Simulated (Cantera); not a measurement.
Input: 1 mol PbO, 4.4 mol C, 0.14 mol H2, at 1777 °C and 30000 Pa.

These are equilibrium values from Cantera (NASA tables, ideal gas, pure condensed phases), not measurements of a reactor. Candidate condensed phases: C, C6H6, C7H8, C8H18, H2O, Pb, PbO, PbO2, Pb3O4; 113 gas species. The numbers say what is thermodynamically allowed, not how fast it happens.

**Question.** What is the equilibrium state?

**Answer.** 
```json
{
  "x(CO)": "0.467",
  "x(Pb)": "0.467",
  "x(H2)": "0.0648",
  "x(H)": "0.00105",
  "x(Pb2)": "0.000289",
  "x(C2H2 (acetylene))": "6.88e-5",
  "x(CO2)": "1.33e-6",
  "n(C(graphite))": "3.40 mol",
  "gas_amount": "2.140 mol",
  "log10 activity of Pb(l) (absent)": "-0.92"
}
```
